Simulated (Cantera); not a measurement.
**Premixed flame**

A freely propagating, adiabatic, planar premixed flame of 12.1 % CH3OH, 15.2 % O2, 57.0 % N2, 15.8 % H2O, equivalence ratio 1.2, unburnt at 625 K and 1.01 bar; unity-Lewis-number transport, grid criteria slope 0.08 and curve 0.16, no radiation.

Computed with Cantera and GRI-Mech 3.0 (53 species, 325 reactions). GRI-Mech 3.0 was tuned for natural gas; its chemistry of methanol as a main component is partial and can be far from experiment. Unity Lewis numbers drop preferential diffusion, which matters most where H2 and H carry the flame. Burning velocities carry a grid error of a few per cent, more on coarse grids.

```json
[
 {"z (mm)": "-1.21", "T (K)": "626", "u (m/s)": "0.821", "x CH3OH": "0.121", "x O2": "0.151", "x H2O": "0.158", "x CH2O": "5.70e-6", "x CH2": "<1e-8", "x O": "<1e-8"},
 {"z (mm)": "-0.803", "T (K)": "630", "u (m/s)": "0.827", "x CH3OH": "0.121", "x O2": "0.151", "x H2O": "0.158", "x CH2O": "4.53e-5", "x CH2": "<1e-8", "x O": "<1e-8"},
 {"z (mm)": "-0.603", "T (K)": "645", "u (m/s)": "0.847", "x CH3OH": "0.119", "x O2": "0.149", "x H2O": "0.160", "x CH2O": "0.000172", "x CH2": "<1e-8", "x O": "<1e-8"},
 {"z (mm)": "-0.402", "T (K)": "706", "u (m/s)": "0.935", "x CH3OH": "0.111", "x O2": "0.142", "x H2O": "0.168", "x CH2O": "0.000715", "x CH2": "<1e-8", "x O": "<1e-8"},
 {"z (mm)": "-0.201", "T (K)": "986", "u (m/s)": "1.35", "x CH3OH": "0.0764", "x O2": "0.110", "x H2O": "0.207", "x CH2O": "0.00324", "x CH2": "<1e-8", "x O": "<1e-8"},
 {"z (mm)": "-0.100", "T (K)": "1286", "u (m/s)": "1.82", "x CH3OH": "0.0391", "x O2": "0.0752", "x H2O": "0.248", "x CH2O": "0.00579", "x CH2": "1.70e-8", "x O": "1.64e-6"},
 {"z (mm)": "0", "T (K)": "1632", "u (m/s)": "2.41", "x CH3OH": "0.00322", "x O2": "0.0366", "x H2O": "0.294", "x CH2O": "0.00273", "x CH2": "9.67e-6", "x O": "0.000470"},
 {"z (mm)": "0.100", "T (K)": "1764", "u (m/s)": "2.60", "x CH3OH": "3.46e-6", "x O2": "0.0176", "x H2O": "0.311", "x CH2O": "1.38e-5", "x CH2": "6.99e-7", "x O": "0.00234"},
 {"z (mm)": "0.201", "T (K)": "1828", "u (m/s)": "2.68", "x CH3OH": "1.15e-8", "x O2": "0.0118", "x H2O": "0.313", "x CH2O": "1.93e-7", "x CH2": "3.02e-8", "x O": "0.00248"},
 {"z (mm)": "0.402", "T (K)": "1906", "u (m/s)": "2.78", "x CH3OH": "<1e-8", "x O2": "0.00787", "x H2O": "0.317", "x CH2O": "<1e-8", "x CH2": "<1e-8", "x O": "0.00182"},
 {"z (mm)": "0.803", "T (K)": "1982", "u (m/s)": "2.87", "x CH3OH": "<1e-8", "x O2": "0.00482", "x H2O": "0.324", "x CH2O": "<1e-8", "x CH2": "<1e-8", "x O": "0.00103"},
 {"z (mm)": "1.61", "T (K)": "2043", "u (m/s)": "2.94", "x CH3OH": "<1e-8", "x O2": "0.00255", "x H2O": "0.331", "x CH2O": "<1e-8", "x CH2": "<1e-8", "x O": "0.000491"},
 {"z (mm)": "3.21", "T (K)": "2083", "u (m/s)": "2.99", "x CH3OH": "<1e-8", "x O2": "0.00113", "x H2O": "0.335", "x CH2O": "<1e-8", "x CH2": "<1e-8", "x O": "0.000201"}
]
```
x: mole fraction of selected species; z is measured from the peak of heat release.

```
Item                         Result
------------------------  ---------
laminar burning velocity  82.0 cm/s
thermal thickness          0.402 mm
peak x(CH2O)                0.00629
peak x(CH2)                 1.00e-5
peak x(O)                   0.00256
grid points                     124
```
